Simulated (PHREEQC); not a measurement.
KOH is added in steps, without added water, to 1 kg of water holding 0.0093 mol/kgw Na2HAsO4 and 0.0055 mol/kgw H2SO4, at 83 °C. O2 is buffered at 0.21 atm. The system is closed to CO2. No solid was allowed to form.

Base run: PHREEQC, ion-association model, wateq4f.dat. Each further column changes one thing. The table gives H3AsO4 (mol/kgw).

```tsv
KOH added (mol)	base	metal-ligand complexes left out	Davies equation for every ion	all activity coefficients set to 1	Debye-Hückel limiting law
0	0.000824	0.000811	0.000822	0.000819	0.000821
0.001	0.000348	0.000342	0.000347	0.000343	0.000348
0.002	9.59e-6	9.62e-6	9.59e-6	6.96e-6	1.04e-5
0.0035	1.20e-6	1.21e-6	1.20e-6	8.47e-7	1.32e-6
0.0045	5.88e-7	5.90e-7	5.88e-7	4.09e-7	6.50e-7
0.0055	3.13e-7	3.14e-7	3.13e-7	2.16e-7	3.48e-7
0.0065	1.67e-7	1.68e-7	1.67e-7	1.15e-7	1.88e-7
0.0075	8.46e-8	8.50e-8	8.46e-8	5.76e-8	9.54e-8
0.0085	3.73e-8	3.74e-8	3.73e-8	2.52e-8	4.22e-8
0.01	5.18e-9	5.20e-9	5.18e-9	3.49e-9	5.91e-9
0.011	1.37e-10	1.38e-10	1.36e-10	1.10e-10	1.52e-10
0.012	3.83e-12	3.84e-12	3.78e-12	3.74e-12	4.07e-12
```

Constants without temperature data keep their 25 °C values here.
